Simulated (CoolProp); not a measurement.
Vapour-liquid equilibrium of p-xylene (1) + n-undecane (2) at 417.4 K; x and y are mole fractions of (1).

Computed with CoolProp (multi-fluid Helmholtz-energy mixture model, Zhou 2012 and Aleksandrov 2011; pair parameters Bell 2016).

Q: Give the bubble pressure and the first vapour's composition at x = 0.05, 0.15, 0.25. Is there an azeotrope?

A: x = 0.05: 27.87 kPa, y = 0.194; x = 0.15: 36.72 kPa, y = 0.448; x = 0.25: 45.75 kPa, y = 0.607. No azeotrope shows between x = 0.05 and 0.95.

Pair parameters are fitted to limited data, so mixtures are less certain than the pure fluids.
